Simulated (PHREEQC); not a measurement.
# Brine: an equilibrium model

Solution (20 °C): 0.66 mol/kgw MgCl2, 0.043 mol/kgw Na2B4O7 and 0.24 mol/kgw NaCl. Closed to the air; pH follows from the charge balance.

Equilibrium calculation in PHREEQC: Pitzer model, pitzer.dat.

```
Item                       Result
-------------------  ------------
pH                           8.11
ionic strength       2.24 mol/kgw
activity of water           0.953
density               1.067 g/cm³
osmotic coefficient         1.018
total alkalinity      86.0 meq/kg
```

```
species      molality  activity   log γ
-----------  --------  --------  ------
Cl-              1.56     0.884  -0.246
Mg+2            0.622     0.266  -0.368
Na+             0.326     0.284  -0.060
B(OH)3         0.0600    0.0746   0.095
MgB(OH)4+      0.0377    0.0350  -0.033
B(OH)4-        0.0284   0.00524  -0.735
B4O5(OH)4-2   0.00678   4.31e-5  -2.197
B3O3(OH)4-    0.00623   0.00174  -0.555
```

No solid was allowed to form. In brines, pH and single-ion activities rest on the MacInnes convention.
